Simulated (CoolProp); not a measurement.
A single-stage vapour-compression cycle with propane: evaporating at 284.15 K (dew point), condensing at 328.15 K (bubble point), superheat 2 K, subcooling 2 K, compressor efficiency 0.6, no pressure losses. Each further row changes one setting.

Model: reference Helmholtz-energy equation of state, Lemmon 2009, in CoolProp.

| case | cooling COP | pressure ratio | discharge temperature (K) | refrigerating effect (kJ/kg) | volumetric capacity (kJ/m³) |
|---|---|---|---|---|---|
| as stated | 2.92 | 2.91 | 348.2 | 245 | 3430 |
| evaporating temperature 289.15 K | 3.44 | 2.54 | [?] | [?] | [?] |
| condensing temperature 323.15 K | 3.44 | 2.62 | [?] | 260 | 3640 |
| subcooling 7 K | 3.11 | 2.91 | 348.2 | 260 | 3640 |
| superheat 12 K | 2.96 | 2.91 | 358.2 | 263 | 3500 |
| compressor efficiency 0.5 | 2.44 | 2.91 | 355.3 | 245 | 3430 |

**Question.** Complete the blanks.

**Answer.** 
- evaporating temperature 289.15 K, discharge temperature (K): 345.7
- evaporating temperature 289.15 K, refrigerating effect (kJ/kg): 250
- evaporating temperature 289.15 K, volumetric capacity (kJ/m³): 4010
- condensing temperature 323.15 K, discharge temperature (K): 341.8
